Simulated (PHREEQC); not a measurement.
Consider water at 20 °C with 0.002 mol/kgw HCl and 0.11 mol/kgw CaCl2. Closed to the air; pH follows from the charge balance.

Computed with PHREEQC (ion-association model, phreeqc.dat).

Q: The ionic strength comes out as 0.332 mol/kgw. What activity coefficients do H+, Ca+2, Cl- get?

A: H+ 0.78, Ca+2 0.29, Cl- 0.68.

No solid was allowed to form.
